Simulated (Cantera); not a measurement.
Input (Python, Cantera):

```python
import numpy as np
import cantera as ct

gas = ct.Solution("gri30.yaml")
gas.TPX = 325, 100000, {'CH4': 1, 'C2H6': 1.3, 'O2': 7.2, 'N2': 27.1}
inlet = ct.Reservoir(gas, clone=True)
gas.equilibrate("HP")  # start burning
reactor = ct.IdealGasConstPressureReactor(gas, energy="on", clone=False)
exhaust = ct.Reservoir(gas, clone=True)
tau = [0.029, 0.014, 0.0069, 0.0033, 0.0016, 0.00077, 0.00037, 0.00018, 8.7e-05, 4.2e-05, 2e-05][0]
for a, b in ((inlet, reactor), (reactor, exhaust)):
    ct.MassFlowController(a, b, mdot=lambda t: reactor.mass / tau)
net = ct.ReactorNet([reactor])
show = ['CH4', 'C2H6', 'O2', 'CH2', 'H', 'CO2']

rows = []
print(f"{'tau/s':>10s}{'T/K':>9s}" + "".join(f"{s:>11s}" for s in show))
for tau in [0.029, 0.014, 0.0069, 0.0033, 0.0016, 0.00077, 0.00037, 0.00018, 8.7e-05, 4.2e-05, 2e-05]:
    net.initial_time = 0.0
    net.advance(30 * tau)
    before = gas.X
    net.advance(40 * tau)
    drift = np.max(np.abs(gas.X - before) / (gas.X + 1e-9))
    rows.append([gas.T, *gas[show].X, drift])
    print(f"{tau:10.3e}{gas.T:9.1f}" + "".join(f"{x:11.3e}" for x in gas[show].X))
```

Output:

```
     tau/s      T/K        CH4       C2H6         O2        CH2          H        CO2
 2.900e-02   2148.4  3.237e-06  6.110e-07  2.060e-02  2.770e-07  5.516e-04  8.866e-02
 1.400e-02   2122.7  5.317e-06  1.177e-06  2.184e-02  4.605e-07  8.703e-04  8.640e-02
 6.900e-03   2089.9  8.651e-06  2.182e-06  2.334e-02  7.288e-07  1.372e-03  8.367e-02
 3.300e-03   2048.5  1.473e-05  4.095e-06  2.518e-02  1.150e-06  2.154e-03  8.040e-02
 1.600e-03   2001.5  2.577e-05  7.584e-06  2.722e-02  1.777e-06  3.213e-03  7.688e-02
 7.700e-04   1948.5  4.759e-05  1.437e-05  2.960e-02  2.765e-06  4.544e-03  7.295e-02
 3.700e-04   1890.2  9.438e-05  2.849e-05  3.256e-02  4.432e-06  5.948e-03  6.825e-02
 1.800e-04   1825.3  2.084e-04  6.159e-05  3.686e-02  7.616e-06  6.873e-03  6.164e-02
 8.700e-05   1721.2  7.327e-04  2.042e-04  4.750e-02  1.745e-05  5.510e-03  4.682e-02
 4.200e-05    325.0  2.732e-02  3.552e-02  1.967e-01 -3.755e-33  8.906e-33 -4.733e-16
 2.000e-05    325.0  2.732e-02  3.552e-02  1.967e-01  2.909e-35  6.536e-35 -6.155e-20
```

Cantera simulation using GRI-Mech 3.0 (53 species, 325 reactions); the numbers are that mechanism's predictions, not measurements.
